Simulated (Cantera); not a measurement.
# Low-pressure radical oxidation in H2/O2

An isothermal, constant-pressure homogeneous reactor starts with 15.3 % H2, 84.7 % O2, equivalence ratio 0.090, at 1448 K and 130 Pa.

Computed with Cantera and GRI-Mech 3.0 (53 species, 325 reactions). Radical loss at walls, strong at low pressure, is not modelled. The temperature is held fixed by assumption; the heat of reaction is taken as removed at once.

```json
[
 {"t (s)": "0.000700", "x H2": "0.153", "x O2": "0.847", "x H2O": "5.54e-7", "x HO2": "3.91e-7", "x OH": "3.73e-7", "x H": "5.12e-7", "x H2O2": "9.83e-10"},
 {"t (s)": "0.00124", "x H2": "0.153", "x O2": "0.847", "x H2O": "3.73e-6", "x HO2": "6.88e-7", "x OH": "1.81e-6", "x H": "2.28e-6", "x H2O2": "2.97e-9"},
 {"t (s)": "0.00218", "x H2": "0.152", "x O2": "0.847", "x H2O": "5.44e-5", "x HO2": "1.20e-6", "x OH": "2.29e-5", "x H": "2.83e-5", "x H2O2": "8.69e-9"},
 {"t (s)": "0.00385", "x H2": "0.146", "x O2": "0.843", "x H2O": "0.00435", "x HO2": "8.08e-7", "x OH": "0.00177", "x H": "0.00220", "x H2O2": "1.30e-8"},
 {"t (s)": "0.00680", "x H2": "0.0116", "x O2": "0.746", "x H2O": "0.112", "x HO2": "4.09e-7", "x OH": "0.0193", "x H": "0.0393", "x H2O2": "1.73e-8"},
 {"t (s)": "0.0120", "x H2": "0.00638", "x O2": "0.738", "x H2O": "0.120", "x HO2": "4.01e-7", "x OH": "0.0163", "x H": "0.0364", "x H2O2": "1.36e-8"},
 {"t (s)": "0.0212", "x H2": "0.00635", "x O2": "0.738", "x H2O": "0.120", "x HO2": "4.01e-7", "x OH": "0.0163", "x H": "0.0363", "x H2O2": "1.36e-8"},
 {"t (s)": "0.0374", "x H2": "0.00633", "x O2": "0.739", "x H2O": "0.120", "x HO2": "4.02e-7", "x OH": "0.0163", "x H": "0.0360", "x H2O2": "1.36e-8"},
 {"t (s)": "0.0661", "x H2": "0.00629", "x O2": "0.740", "x H2O": "0.121", "x HO2": "4.02e-7", "x OH": "0.0163", "x H": "0.0356", "x H2O2": "1.36e-8"},
 {"t (s)": "0.117", "x H2": "0.00622", "x O2": "0.741", "x H2O": "0.121", "x HO2": "4.03e-7", "x OH": "0.0162", "x H": "0.0349", "x H2O2": "1.37e-8"},
 {"t (s)": "0.206", "x H2": "0.00610", "x O2": "0.743", "x H2O": "0.122", "x HO2": "4.04e-7", "x OH": "0.0160", "x H": "0.0336", "x H2O2": "1.37e-8"},
 {"t (s)": "0.363", "x H2": "0.00589", "x O2": "0.748", "x H2O": "0.124", "x HO2": "4.05e-7", "x OH": "0.0158", "x H": "0.0314", "x H2O2": "1.38e-8"},
 {"t (s)": "0.642", "x H2": "0.00552", "x O2": "0.754", "x H2O": "0.128", "x HO2": "4.07e-7", "x OH": "0.0154", "x H": "0.0279", "x H2O2": "1.39e-8"},
 {"t (s)": "1.13", "x H2": "0.00490", "x O2": "0.765", "x H2O": "0.133", "x HO2": "4.07e-7", "x OH": "0.0146", "x H": "0.0226", "x H2O2": "1.39e-8"},
 {"t (s)": "2.00", "x H2": "0.00394", "x O2": "0.781", "x H2O": "0.140", "x HO2": "3.99e-7", "x OH": "0.0132", "x H": "0.0156", "x H2O2": "1.36e-8"}
]
```
x: mole fraction; the columns are a selection and need not sum to one.

Equilibrium at this temperature and pressure: H2 4.64e-6, O2 0.835, H2O 0.165, HO2 9.07e-8, OH 0.000469, H 5.54e-7, H2O2 8.26e-10 (gas phase only).
